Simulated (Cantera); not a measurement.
Input (Python, Cantera):

```python
import numpy as np
import cantera as ct

gas = ct.Solution("gri30.yaml")
gas.TPX = 1050, 1000000, {'CH4': 0.0033, 'O2': 0.006, 'N2': 1}
reactor = ct.IdealGasConstPressureReactor(gas, energy="off", clone=False)
net = ct.ReactorNet([reactor])
net.rtol, net.atol = 1e-08, 1e-18
show = ['CH4', 'O2', 'H', 'NO', 'CH2', 'H2', 'C2H2']
times = np.geomspace(7e-05, 40, 12)

steps = ct.SolutionArray(gas, extra=["t"])
rows = []
print(f"{'t/s':>10s}{'T/K':>9s}{'P/Pa':>11s}" + "".join(f"{s:>11s}" for s in show))
for t in times:
    while net.time < t:
        t_next = net.step()
        steps.append(gas.state, t=t_next)
    rows.append([np.interp(t, steps.t, y) for y in (steps.T, steps.P, *steps(*show).X.T)])
    print(f"{t:10.3e}{rows[-1][0]:9.1f}{rows[-1][1]:11.4g}" + "".join(f"{x:11.3e}" for x in rows[-1][2:]))
rate = np.gradient(steps.T, steps.t)
print("integrator steps:", len(steps.t))
if steps.T.max() > steps.T[0] + 200:
    print(f"time of steepest temperature rise: {steps.t[rate.argmax()]:.4e} s")
gas.TPX = 1050, 1000000, {'CH4': 0.0033, 'O2': 0.006, 'N2': 1}
gas.equilibrate("TP")
print(f"equilibrium (TP): T = {gas.T:.1f} K  " + "  ".join(f"{s} {gas[s].X[0]:.3e}" for s in show))
```

Result:

```
       t/s      T/K       P/Pa        CH4         O2          H         NO        CH2         H2       C2H2
 7.000e-05   1050.0      1e+06  3.270e-03  5.945e-03  1.001e-14  7.287e-25  1.632e-22  6.359e-14  2.024e-28
 2.336e-04   1050.0      1e+06  3.270e-03  5.945e-03  1.636e-14  4.984e-24  1.801e-21  2.954e-13  3.303e-26
 7.795e-04   1050.0      1e+06  3.270e-03  5.945e-03  3.783e-14  4.420e-23  2.329e-20  1.884e-12  4.710e-24
 2.601e-03   1050.0      1e+06  3.270e-03  5.945e-03  1.137e-13  4.793e-22  3.530e-19  1.659e-11  7.379e-22
 8.680e-03   1050.0      1e+06  3.270e-03  5.945e-03  4.310e-13  6.385e-21  7.101e-18  1.888e-10  1.922e-19
 2.897e-02   1050.0      1e+06  3.270e-03  5.945e-03  1.868e-12  1.003e-19  1.280e-16  2.704e-09  1.035e-16
 9.666e-02   1050.0      1e+06  3.269e-03  5.944e-03  3.533e-12  8.692e-19  2.972e-16  2.367e-08  1.214e-14
 3.226e-01   1050.0      1e+06  3.267e-03  5.943e-03  9.160e-12  6.345e-18  7.164e-16  1.703e-07  4.885e-13
 1.076e+00   1050.0      1e+06  3.238e-03  5.921e-03  1.241e-10  2.393e-16  1.414e-14  3.760e-06  1.154e-10
 3.592e+00   1050.0      1e+06  6.999e-06  1.139e-04  1.725e-08  2.466e-10  1.933e-13  1.186e-04  8.190e-09
 1.199e+01   1050.0      1e+06  2.546e-06  1.137e-06  3.956e-09  2.500e-10  1.658e-15  2.028e-04  1.862e-08
 4.000e+01   1050.0      1e+06  2.531e-06  7.793e-08  7.281e-10  1.064e-10  4.429e-17  2.580e-04  2.414e-08
integrator steps: 2445
equilibrium (TP): T = 1050.0 K  CH4 3.629e-11  O2 6.277e-19  H 7.434e-11  NO 1.029e-13  CH2 1.790e-24  H2 8.292e-04  C2H2 2.993e-20
```

Model: GRI-Mech 3.0 (53 species, 325 reactions), integrated in Cantera.
